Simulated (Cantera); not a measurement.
**Equilibrium for aluminium and copper etching: Al + Cl2**

Input: 1 mol Al, 1.6 mol Cl2, equilibrated at 1350 K.

These are equilibrium values from Cantera (NASA tables, ideal gas, pure condensed phases), not measurements of a reactor. Candidate condensed phases: Al, AlCl3; 8 gas species. The tables' values for AlCl2 are old estimates; treat these amounts as uncertain. The numbers say what is thermodynamically allowed, not how fast it happens.

| P (Pa) | x AlCl3 | x Cl | x Cl2 | x Al2Cl6 |
|---|---|---|---|---|
| 1 | 0.833 | 0.166 | 0.000754 | 2.07e-8 |
| 3.60 | 0.835 | 0.162 | 0.00260 | 7.50e-8 |
| 13 | 0.840 | 0.152 | 0.00822 | 2.74e-7 |
| 46 | 0.851 | 0.128 | 0.0209 | 9.93e-7 |
| 170 | 0.867 | 0.0928 | 0.0403 | 3.81e-6 |
| 600 | 0.882 | 0.0595 | 0.0585 | 1.39e-5 |
| 2200 | 0.893 | 0.0345 | 0.0721 | 5.24e-5 |
| 7700 | 0.900 | 0.0195 | 0.0803 | 0.000186 |
| 28000 | 0.904 | 0.0105 | 0.0852 | 0.000682 |
| 100000 | 0.904 | 0.00566 | 0.0880 | 0.00244 |
x: gas mole fraction; nothing condenses.

From 1.00 Pa to 1.00 bar nothing is condensed. The main Al-bearing gas is AlCl3 throughout.
